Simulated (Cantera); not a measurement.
Feed: 1 mol PbO, 0.44 mol CH4, 2.6 mol N2, at 900 K and 10.0 mbar.

Equilibrium computed with Cantera from the NASA thermochemical tables; the gas is ideal and each condensed phase is pure. Candidate condensed phases: C, C6H6, C7H8, C8H18, H2O, Pb, PbO, PbO2, Pb3O4; 139 gas species. The numbers say what is thermodynamically allowed, not how fast it happens.

Base state: N2 0.663, H2 0.144, H2O 0.0800, CO2 0.0629, CO 0.0494, Pb 0.000137 (mole fractions); condensed: Pb(l).

Question: What changes in the equilibrium state with this change: temperature from 900 K to 1973.15 K?

Answer: 
| species | before | after |
|---|---|---|
| N2 | 0.663 | 0.527 |
| Pb | 0.000137 | 0.202 |
| H2O | 0.0800 | 0.0940 |
| H2 | 0.144 | 0.0823 |
| CO2 | 0.0629 | 0.0181 |
| CO | 0.0494 | 0.0711 |
| H | <1e-9 | 0.00387 |
| PbO | <1e-9 | 0.000948 |
| OH | <1e-9 | 0.000420 |
| NO | <1e-9 | 3.40e-5 |
| O | <1e-9 | 1.46e-5 |
| Pb(l), mol | 0.999 | 0 |
